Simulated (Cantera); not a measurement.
# Halide evaporation, hydrolysis and transport: FeCl2 + H2

Input: 1 mol FeCl2, 1.1 mol H2, held at 68.0 Pa.

Equilibrium computed with Cantera from the NASA thermochemical tables; the gas is ideal and each condensed phase is pure. Candidate condensed phases: Fe, FeCl2, FeCl3; 11 gas species. The numbers say what is thermodynamically allowed, not how fast it happens.

```json
[
 {"T (°C)": "825", "x HCl": "0.491", "x H2": "0.279", "x FeCl2": "0.231", "x H": "5.01e-7", "n Fe(α)": "0.515", "n Fe(γ)": "0"},
 {"T (°C)": "875", "x HCl": "0.469", "x H2": "0.289", "x FeCl2": "0.242", "x H": "1.48e-6", "n Fe(α)": "0.492", "n Fe(γ)": "0"},
 {"T (°C)": "925", "x HCl": "0.449", "x H2": "0.299", "x FeCl2": "0.252", "x H": "3.99e-6", "n Fe(α)": "0", "n Fe(γ)": "0.472"},
 {"T (°C)": "975", "x HCl": "0.432", "x H2": "0.308", "x FeCl2": "0.260", "x H": "9.94e-6", "n Fe(α)": "0", "n Fe(γ)": "0.453"},
 {"T (°C)": "1025", "x HCl": "0.416", "x H2": "0.316", "x FeCl2": "0.268", "x H": "2.31e-5", "n Fe(α)": "0", "n Fe(γ)": "0.437"},
 {"T (°C)": "1075", "x HCl": "0.402", "x H2": "0.323", "x FeCl2": "0.275", "x H": "5.04e-5", "n Fe(α)": "0", "n Fe(γ)": "0.422"},
 {"T (°C)": "1125", "x HCl": "0.388", "x H2": "0.329", "x FeCl2": "0.282", "x H": "0.000104", "n Fe(α)": "0", "n Fe(γ)": "0.408"},
 {"T (°C)": "1175", "x HCl": "0.376", "x H2": "0.335", "x FeCl2": "0.288", "x H": "0.000205", "n Fe(α)": "0", "n Fe(γ)": "0.395"}
]
```
x: gas mole fraction; n: condensed amount in mol.

From 825 °C to 875 °C the condensed part is Fe(α). From 925 °C to 1175 °C the condensed part is Fe(γ). The main Fe-bearing gas is FeCl2 throughout. The share of Fe in condensed phases is highest at 825 °C (51.5 %) and lowest at 1175 °C (39.5 %).
